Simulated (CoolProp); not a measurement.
Saturation properties of ammonia (Tc = 132.4 °C, pc = 11360 kPa, ω = 0.256).

Model: reference Helmholtz-energy equation of state, Gao 2020, in CoolProp.

```
T (°C)  p (kPa)  liquid density (kg/m³)  vapour Z  surface tension (mN/m)  vapour viscosity (µPa s)  liquid conductivity (mW/(m K))
------  -------  ----------------------  --------  ----------------------  ------------------------  ------------------------------
-26.95    138.2                   673.7    0.9664                    32.6                      8.24                             644
-18.15    206.2                   662.6    0.9567                    30.6                      8.51                             616
-9.25     299.6                   651.0    0.9452                    28.5                      8.77                             588
-0.45     422.1                   639.2    0.9321                    26.4                      9.04                             561
8.35      580.5                   627.1    0.9171                    24.3                      9.31                             534
17.25     784.2                   614.4    0.8998                    22.3                      9.59                             508
26.05      1036                   601.4    0.8806                    20.2                      9.87                             483
34.85      1344                   587.8    0.8593                    18.2                      10.2                             458
43.75      1723                   573.5    0.8353                    16.3                      10.5                             434
```

It boils at -33.3 °C under 1 atm.

Viscosity comes from a separate model (Fenghour 1995). Thermal conductivity comes from a separate model (Tufeu 1984). Surface tension comes from a separate correlation (Mulero 2012).
